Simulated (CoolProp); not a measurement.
The fluid at 298.15 K and 4.35 MPa expands adiabatically to 0.314 MPa with isentropic efficiency 0.85. The same conditions are run with several fluids, on thermodynamics alone (safety and materials aside).

Model: reference Helmholtz-energy equation of state of each fluid (nitrous oxide: Lemmon 2006; oxygen: Schmidt 1985; methane: Setzmann 1991; ethylene: Smukala 2000), in CoolProp.

```tsv
fluid	work (kJ/kg)	final temperature (K)	final phase	final density (kg/m³)
nitrous oxide	76.9	?	?	?
oxygen	117	160.7	gas	?
methane	?	170.9	gas	3.66
ethylene	116	191.3	?	6.67
```

Complete the blanks.


- nitrous oxide, final temperature (K): 206.1
- nitrous oxide, final phase: two-phase, vapour fraction 0.858
- nitrous oxide, final density (kg/m³): 9.97
- oxygen, final density (kg/m³): 7.67
- methane, work (kJ/kg): 235
- ethylene, final phase: two-phase, vapour fraction 0.895
